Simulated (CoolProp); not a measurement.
Model: reference Helmholtz-energy equation of state, Thol 2019, in CoolProp.

Question: For tetradecamethylhexasiloxane (MD4M), give the phase and the Z, speed of sound (m/s) at 620 K and 8290 kPa.

Answer: 
- 620 K and 8290 kPa: liquid; Z 1.20, speed of sound 388
